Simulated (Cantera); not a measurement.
Feed: 1 mol PbS, a varied amount of H2, held at 1925 K and 0.133 bar.

Equilibrium computed with Cantera from the NASA thermochemical tables; the gas is ideal and each condensed phase is pure. Candidate condensed phases: Pb, PbS, S; 10 gas species. The numbers say what is thermodynamically allowed, not how fast it happens.

### Question
At 0.98 mol H2, list the 5 most abundant gas species with their mole fractions, and the condensed phases.

### Answer
H2 0.430, PbS 0.318, Pb 0.154, S2 0.0579, H2S 0.0276. Condensed: gas only.
